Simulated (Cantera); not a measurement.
Input: 1 mol B₂O₃, 0.18 mol O₂, 170 mol H₂, held at 2075 K and 2.10 mbar.

Method: chemical equilibrium by Gibbs-energy minimisation in Cantera with the NASA 1993 tables (ideal gas, pure condensed phases). Candidate condensed phases: B, B₂O₃, B₃O₃H₃, H₂O; 23 gas species. Rates play no part.

Base state: H₂ 0.928, H 0.0560, H₂O 0.00450, HBO 0.00432, BO 0.00353, HBO₂ 0.00293, B₂O₃ 0.000224, B₂O₂ 4.91e-5 (mole fractions); condensed: gas only.

Problem. What changes in the equilibrium state with this change: temperature from 2075 K to 798.15 K?

Solution. 
| species | before | after |
|---|---|---|
| H₂ | 0.928 | 0.998 |
| H₂O | 0.00450 | 0.00212 |
| HBO₂ | 0.00293 | 1.23e-7 |
| H | 0.0560 | <1e-9 |
| HBO | 0.00432 | <1e-9 |
| BO | 0.00353 | <1e-9 |
| B₂O₃ | 0.000224 | <1e-9 |
| B₂O₂ | 4.91e-5 | <1e-9 |
| B₂O₃(l), mol | 0 | 1.000 |

Problem. What changes in the equilibrium state with this change: H₂ from 170 to 1 mol?

Solution. 
```csv
species,before,after
HBO₂,0.00293,0.313
B₂O₃,0.000224,0.304
H₂,0.928,0.268
H₂O,0.00450,0.0377
BO,0.00353,0.0241
HBO,0.00432,0.0159
H,0.0560,0.0301
BO₂,2.44e-5,0.00483
B₂O₂,4.91e-5,0.00230
O,1.34e-6,3.89e-5
OH,3.10e-5,0.000483
```
